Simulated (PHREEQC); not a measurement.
**Buffer: speciation**

Solution (20 °C): 0.0085 mol NaHSO4, 0.051 mol NH3 and 0.00056 mol NaCl per kg of water. Closed to the air; pH follows from the charge balance.

Equilibrium calculation in PHREEQC: ion-association model, phreeqc.dat.

This is a speciation only: nothing precipitates in the calculation.

### Question
Estimate the pH.

### Answer
pH 10.19.

### Question
In which forms is Na present?

### Answer
Na+ 98 %, NaSO4- 2.1 % of the Na.
